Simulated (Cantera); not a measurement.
Charge: 1 mol Fe2O3, 5.4 mol O2, 0.041 mol H2O, 0.47 mol SO3, equilibrated at 10.5 Torr.

Equilibrium computed with Cantera from the NASA thermochemical tables; the gas is ideal and each condensed phase is pure. Candidate condensed phases: Fe, FeO, Fe(OH)2, Fe(OH)3, FeS, FeSO4, FeS2, Fe2O3, Fe2(SO4)3, Fe3O4, H2O, H2SO4, S; 22 gas species. The numbers say what is thermodynamically allowed, not how fast it happens.

### Question
At 1227 °C, list the 6 most abundant gas species with their mole fractions, and the condensed phases.

### Answer
O2 0.917, SO2 0.0762, H2O 0.00663, SO3 0.000322, OH 8.46e-5, O 3.28e-5. Condensed: Fe2O3(s).
